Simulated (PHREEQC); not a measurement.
Dissolve 0.21 mol CuSO4, 0.076 mol HNO3 and 3.5e-05 mol H3BO3 per kg of water at 25 °C. Closed to the air; pH follows from the charge balance.

Computed with PHREEQC (ion-association model, phreeqc.dat).

```
quantity                  before   after
------------------------  ------  ------
pH                          1.65    1.92
ionic strength (mol/kgw)   0.467   0.476
Cu+2 (mol/kgw)             0.121   0.115
SO4-2 (mol/kgw)           0.0744  0.0844
HSO4- (mol/kgw)           0.0468  0.0283
```

Problem. What was changed between the two runs?
A) diluted 10-fold with water
B) 0.032 mol/kgw NaOH added
C) H3BO3 from 3.5e-05 to 0.00035 mol/kgw
D) temperature from 25 to 15 °C
E) H3BO3 from 3.5e-05 to 3.15e-05 mol/kgw

Solution. B, 0.032 mol/kgw NaOH added

This is a speciation only: nothing precipitates in the calculation.
